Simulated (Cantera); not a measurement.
Charge: 1 mol Cr, a varied amount of N₂O, 370 mol H₂, at 0.500 Pa.

Cantera equilibrium calculation (NASA polynomials, part measured and part estimated; ideal gas, pure solids and liquids). Candidate condensed phases: Cr, CrN, Cr₂N, Cr₂O₃, H₂O; 29 gas species. Mutual solubility and eutectic melting of coexisting phases are not modelled. Equilibrium is a limit: real reactors are often held back by kinetics, nucleation or transport.

Stable condensed phases, one row left out:

```
T in K \ n(N₂O) in mol
         0.9 1.2 1.7 2.3 3.2 4.4   6
   1500    A   A   A   A   A   A   B
   1450    A   A   A   B   B   B   B
   1400    B   B   B   B   B   B   B
   1300    C   B   B   B   B   B   B
   1250    C   C   B   B   B   B   B
   1200    C   C   B   B   B   B   B
   1150    C   C   B   B   B   B   B
   1100    C   C   B   B   B   B   B
   1050    C   C   B   B   B   B   B
   1000    C   C   B   B   B   B   B
    950    C   C   B   B   B   B   B
```

A: gas only; B: Cr₂O₃; C: Cr + Cr₂O₃.

Task: Give the row for 1350 K.

Result: 0.9: Cr₂O₃; 1.2: Cr₂O₃; 1.7: Cr₂O₃; 2.3: Cr₂O₃; 3.2: Cr₂O₃; 4.4: Cr₂O₃; 6: Cr₂O₃.
